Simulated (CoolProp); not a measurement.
Vapour pressure (kPa) of fluorine: the reference equation beside estimates from Tc = -128.7 °C, pc = 5240 kPa, ω = 0.045. Clausius-Clapeyron is anchored at -167.35 °C with a constant enthalpy of vaporisation of 5.732 kJ/mol.

Model: reference Helmholtz-energy equation of state, de Reuck 1990, in CoolProp.

```tsv
T (°C)	reference	Clausius-Clapeyron	Redlich-Kwong
-173.55	413.8	443.4	403.7
-171.45	[?]	511.6	481.9
-169.45	570.2	583.0	566.0
-167.35	665.2	665.2	665.2
-165.35	766.0	750.7	[?]
-163.35	877.4	843.5	887.0
-161.25	1006	949.0	1022
-159.25	1142	1057	1164
-157.15	1297	1180	1326
-155.15	1459	1305	1495
-153.15	[?]	1438	1678
-151.05	1834	1588	1885
-149.05	[?]	1739	2099
-147.05	2263	1899	2328
```

**Question.** Fill in the missing entries.

**Answer.** 
- -171.45, reference: 489.3
- -165.35, Redlich-Kwong: 770.5
- -153.15, reference: 1634
- -149.05, reference: 2041

Absolute difference from the reference over all 14 rows, mean and median: Clausius-Clapeyron 7.8 and 7.3 %, Redlich-Kwong 1.8 and 2.1 %.
